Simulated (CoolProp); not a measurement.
Vapour-liquid equilibrium of cyclopentane (1) + octamethylcyclotetrasiloxane (D4) (2) at 57.25 °C; x and y are mole fractions of (1).

Computed with CoolProp (multi-fluid Helmholtz-energy mixture model, Gedanitz 2015 and Thol 2015; pair parameters Bell 2016).

Problem. Give the bubble pressure and the first vapour's composition at x = 0.125, 0.575, 0.65. Is there an azeotrope?

Solution. x = 0.125: 0.1322 bar, y = 0.926; x = 0.575: 0.6699 bar, y = 0.993; x = 0.65: 0.7766 bar, y = 0.995. No azeotrope shows between x = 0.05 and 0.95.

The pair parameters rest on a limited set of measurements; away from them the model extrapolates.
